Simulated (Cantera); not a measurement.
Charge: 1 mol CH3Cl, a varied amount of Si, 17 mol H2, held at 3125 K and 9600 Pa.

Equilibrium computed with Cantera from the NASA thermochemical tables; the gas is ideal and each condensed phase is pure. Candidate condensed phases: C, C6H6, C7H8, C8H18, Si, SiC; 109 gas species. The tables' values for SiCl are old estimates; treat these amounts as uncertain. Gases not in the tables: Si2H6 and higher silanes. Rates play no part.

x: gas mole fraction; nothing condenses.

```csv
n(Si) (mol),x H,x H2,x HCl,x Si,x Cl,x C2H2 (acetylene),x SiC2
0.027,0.493,0.448,0.0223,0.000768,0.0166,0.0122,0.000252
0.047,0.493,0.448,0.0223,[?],0.0166,0.0121,[?]
0.082,0.493,0.447,0.0222,[?],0.0166,0.0119,[?]
0.14,0.492,0.446,0.0222,0.00401,0.0165,0.0115,0.00125
0.25,0.491,0.444,0.0220,0.00720,0.0165,0.0109,0.00213
0.43,0.489,0.441,0.0218,0.0125,0.0163,0.0100,0.00343
0.75,0.486,0.435,0.0214,0.0220,0.0162,0.00870,0.00531
```

**Question.** Fill in the missing entries.

**Answer.** 
- 0.082, x Si: 0.00234
- 0.082, x SiC2: 0.000748
- 0.047, x Si: 0.00134
- 0.047, x SiC2: 0.000435
